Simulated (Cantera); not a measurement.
Formation from one mole of N2

Cantera with NASA thermochemical tables; ideal gases at 1 bar, condensed phases pure. Values are per mole of reaction as written; species without (g) are pure solids or liquids, kept so even where they would boil at 1 bar.

3 H2(g) + N2(g) = 2 NH3(g)

| T (K) | ΔH° (kJ) | ΔS° (J/K) | ΔG° (kJ) | log10 K |
|---|---|---|---|---|
| 350 | -94.1 | -205.1 | -22.4 | 3.34 |
| 450 | -98.1 | -215.1 | -1.3 | 0.15 |
| 550 | -101.5 | -221.9 | 20.6 | -1.95 |
| 650 | -104.2 | -226.5 | 43.0 | -3.46 |
| 750 | -106.4 | -229.6 | 65.8 | -4.58 |
| 850 | -108.2 | -231.9 | 88.9 | -5.46 |
| 950 | -109.7 | -233.5 | 112.2 | -6.17 |
| 1050 | -110.8 | -234.6 | 135.6 | -6.74 |
| 1150 | -111.6 | -235.4 | 159.1 | -7.23 |

4 Cr + N2(g) = 2 Cr2N

| T (K) | ΔH° (kJ) | ΔS° (J/K) | ΔG° (kJ) | log10 K |
|---|---|---|---|---|
| 350 | -250.5 | -154.4 | -196.4 | 29.31 |
| 450 | -248.9 | -150.6 | -181.2 | 21.03 |
| 550 | -247.2 | -147.0 | -166.3 | 15.79 |
| 650 | -245.3 | -143.9 | -151.8 | 12.20 |
| 750 | -243.4 | -141.2 | -137.5 | 9.58 |
| 850 | -241.3 | -138.6 | -123.5 | 7.59 |
| 950 | -239.2 | -136.2 | -109.8 | 6.04 |
| 1050 | -237.1 | -134.2 | -96.3 | 4.79 |
| 1150 | -235.2 | -132.4 | -82.9 | 3.77 |
